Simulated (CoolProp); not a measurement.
A simple Rankine cycle with hydrogen sulfide: condensing at 317.15 K, boiler at 6.47 MPa, turbine inlet 394.2 K, turbine efficiency 0.85, pump efficiency 0.8, no recuperator. Each further row changes one setting.

Computed with CoolProp (reference Helmholtz-energy equation of state, Lemmon 2006). It is a short technical equation, of lower accuracy than the large ones.

```tsv
case	thermal efficiency (%)	net work (kJ/kg)	heat in (kJ/kg)	turbine exit temperature (K)	volume ratio over the turbine
as stated	[?]	[?]	427	329.7	1.81
turbine inlet 414.2 K	[?]	40.5	460	[?]	1.80
condensing temperature 309.15 K	9.9	44.2	446	[?]	2.09
boiler pressure 4.53 MPa	4.8	22.1	459	361.5	1.35
turbine efficiency 0.75	7.2	30.9	427	332.9	[?]
```

Problem. Some entries are withheld; supply them.

Solution. 
- as stated, thermal efficiency (%): 8.4
- as stated, net work (kJ/kg): 35.8
- turbine inlet 414.2 K, thermal efficiency (%): 8.8
- turbine inlet 414.2 K, turbine exit temperature (K): 348.3
- condensing temperature 309.15 K, turbine exit temperature (K): 315.9
- turbine efficiency 0.75, volume ratio over the turbine: 1.84
